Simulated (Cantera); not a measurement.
Source: NASA polynomial tables (part measured, part estimated), evaluated in Cantera. Values are per mole of reaction as written; species without (g) are pure solids or liquids, kept so even where they would boil at 1 bar.

**Question.** Between 1073 and 1573 K, where is each reaction favourable under standard conditions?
- 3 Mg(g) + 3 H₂O(g) + N₂(g) → 2 NH₃(g) + 3 MgO

**Answer.** 
- 3 Mg(g) + 3 H₂O(g) + N₂(g) → 2 NH₃(g) + 3 MgO: ΔG° is -831 kJ at 1073 K and -483 kJ at 1573 K; it stays negative (K > 1). ΔH° is -1561 kJ and ΔS° -685 J/K at 1573 K.
